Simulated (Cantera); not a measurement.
Input (Python, Cantera) and output of one run.

```python
import numpy as np
import cantera as ct

gas_names = [...]  # 87 gases of nasa_gas.yaml made of C, H, Si
cond_names = """
    C(gr) C6H6(L) C7H8(L) C8H18(L),n-octa Si(cr) Si(L) SiC(b)
""".split()


# ... load() reads the species with a 1 bar reference pressure and builds the phases ...
atoms = {
    'SiH4': {'Si': 1, 'H': 4},
    'C3H8': {'C': 3, 'H': 8},
    'H2': {'H': 2},
}
top_T = {'C(gr)': 4500, 'SiC(b)': 3050}  # K; cautious upper limits of use, not melting points


# ... equilibrate(T, P, feed) seeds the gas with the atoms and calls Mixture.equilibrate('TP', solver="vcs", rtol=1e-11, max_steps=5000) ...
results = []
feed = {'SiH4': 1, 'C3H8': 0.0098, 'H2': 1.9}  # mol
T = 2550  # K
P = 150  # Pa
mix = equilibrate(T, P, feed)
results.append((T, P, feed, dict(zip(mix.species_names, mix.species_moles))))
x = sorted(zip(gas.X, gas.species_names), reverse=True)
print(f"T = {T:g} K  P = {P:g} Pa  gas = {mix.phase_moles(0):.4g} mol")
print("   x: " + "  ".join(f"{s} {v:.3e}" for v, s in x if v > 0.0001))
print("   condensed (mol): " + ("  ".join(f"{mix.phase(i).name} {mix.phase_moles(i):.4g}"
      for i in range(1, mix.n_phases) if mix.phase_moles(i) > 1e-12) or "none"))
```

Result:

```
T = 2550 K  P = 150 Pa  gas = 6.51 mol
   x: H 4.847e-01  H2 3.622e-01  Si 1.496e-01  SiC2 1.721e-03  SiH 8.550e-04  Si2C 5.804e-04  C2H2,acetylene 1.856e-04  Si2 1.406e-04
   condensed (mol): none
```

These are equilibrium values from Cantera (NASA tables, ideal gas, pure condensed phases), not measurements of a reactor. Gases not in the tables: Si2H6 and higher silanes.
